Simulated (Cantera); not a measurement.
An adiabatic, constant-volume homogeneous reactor starts with 16.8 % H2, 17.4 % O2, 65.8 % N2, equivalence ratio 0.48, at 1725 K and 0.987 atm.

Cantera simulation using the H2/O2 subset of GRI-Mech 3.0, which has no nitrogen chemistry; the numbers are that mechanism's predictions, not measurements.

Q: Predict: time of steepest temperature rise; temperature at 1.00 s; equilibrium temperature; x(H2) at 1.00 s; x(O2) at 1.00 s; x(H2O2) at 1.00 s; x(O) at 1.00 s; x(OH) at 1.00 s; x(HO2) at 1.00 s.

A: 
* **time of steepest temperature rise**: 7.81 µs
* **temperature at 1.00 s**: 2778 K
* **equilibrium temperature**: 2778 K
* **x(H2) at 1.00 s**: 0.00844 (gas-phase equilibrium 0.00844)
* **x(O2) at 1.00 s**: 0.0891 (gas-phase equilibrium 0.0891)
* **x(H2O2) at 1.00 s**: 6.81e-7 (gas-phase equilibrium 6.81e-7)
* **x(O) at 1.00 s**: 0.0122 (gas-phase equilibrium 0.0122)
* **x(OH) at 1.00 s**: 0.0286 (gas-phase equilibrium 0.0286)
* **x(HO2) at 1.00 s**: 1.98e-5 (gas-phase equilibrium 1.98e-5)
